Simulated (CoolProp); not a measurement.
CH2F2 (R32) along the isobar 50.8 bar: fugacity coefficient from the reference equation and from simpler models built on Tc = 351.3 K, pc = 57.83 bar, ω = 0.277; each cubic takes its own stable root.

Values from CoolProp's reference Helmholtz-energy equation of state, Tillner-Roth 1997.

| T (K) | phase | reference | Redlich-Kwong | Soave-Redlich-Kwong | Peng-Robinson |
|---|---|---|---|---|---|
| 260 | liquid | 0.1014 | 0.1585 | 0.1084 | 0.1055 |
| 266 | liquid | ___ | 0.1854 | 0.1316 | 0.1279 |
| 271.9 | liquid | 0.1463 | 0.2142 | 0.1575 | 0.1528 |
| 277.9 | liquid | 0.1733 | 0.2458 | 0.1870 | 0.1811 |
| 283.8 | liquid | 0.2026 | 0.2791 | 0.2191 | 0.2120 |
| 289.8 | liquid | 0.2355 | 0.3151 | 0.2549 | 0.2465 |
| 295.7 | liquid | 0.2706 | 0.3523 | 0.2932 | 0.2834 |
| 301.6 | liquid | 0.3086 | 0.3912 | 0.3343 | 0.3230 |
| 307.6 | liquid | 0.3500 | 0.4323 | 0.3788 | 0.3659 |
| 313.5 | liquid | ___ | 0.4738 | 0.4250 | 0.4105 |
| 319.5 | liquid | 0.4397 | 0.5169 | 0.4741 | 0.4579 |
| 325.4 | liquid | 0.4873 | 0.5597 | 0.5238 | 0.5061 |
| 331.4 | liquid | 0.5375 | 0.6033 | 0.5753 | 0.5560 |
| 337.3 | liquid | 0.5881 | 0.6453 | 0.6259 | 0.6052 |
| 343.3 | liquid | ___ | 0.6861 | 0.6758 | 0.6538 |

Problem. Complete the blanks.

Solution. 
- 266, reference: 0.1227
- 313.5, reference: 0.3933
- 343.3, reference: 0.6397

At some of these states Redlich-Kwong gives the other phase, because its saturation line lies elsewhere.
